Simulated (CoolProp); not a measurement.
Computed with CoolProp (reference Helmholtz-energy equation of state, Span 2000).

Question: Give the vapour pressure (MPa), vapour density (kg/m³) of saturated nitrogen at 108, 121.4, 123.7 K.

Answer: 
```tsv
T (K)	p (MPa)	vapour density (kg/m³)
108	1.30	54.9
121.4	2.69	140
123.7	3.01	174
```
